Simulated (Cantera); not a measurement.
Input: 1 mol C₂H₅OH, 0.67 mol O₂, 0.17 mol N₂, 0.067 mol H₂O, held at 60.0 mbar.

Equilibrium computed with Cantera from the NASA thermochemical tables; the gas is ideal and each condensed phase is pure. Candidate condensed phases: C, C₆H₆, C₇H₈, C₈H₁₈, H₂O; 136 gas species. Rates play no part.

### Question
Which condensed phases are stable at each of these points (T (K)): 575, 725, 875, 1025, 1175, 1325, 1475, 1625, 1775, 1925, 2075, 2225?

### Answer
```json
[
 {"T (K)": "575", "condensed phases": "C(graphite)", "C condensed (%)": "48.0"},
 {"T (K)": "725", "condensed phases": "C(graphite)", "C condensed (%)": "45.9"},
 {"T (K)": "875", "condensed phases": "C(graphite)", "C condensed (%)": "3.8"},
 {"T (K)": "1025", "condensed phases": "gas only", "C condensed (%)": "0.0"},
 {"T (K)": "1175", "condensed phases": "gas only", "C condensed (%)": "0.0"},
 {"T (K)": "1325", "condensed phases": "gas only", "C condensed (%)": "0.0"},
 {"T (K)": "1475", "condensed phases": "gas only", "C condensed (%)": "0.0"},
 {"T (K)": "1625", "condensed phases": "gas only", "C condensed (%)": "0.0"},
 {"T (K)": "1775", "condensed phases": "gas only", "C condensed (%)": "0.0"},
 {"T (K)": "1925", "condensed phases": "gas only", "C condensed (%)": "0.0"},
 {"T (K)": "2075", "condensed phases": "gas only", "C condensed (%)": "0.0"},
 {"T (K)": "2225", "condensed phases": "gas only", "C condensed (%)": "0.0"}
]
```

From 575 K to 875 K the condensed part is C(graphite). From 1025 K to 2225 K nothing is condensed.
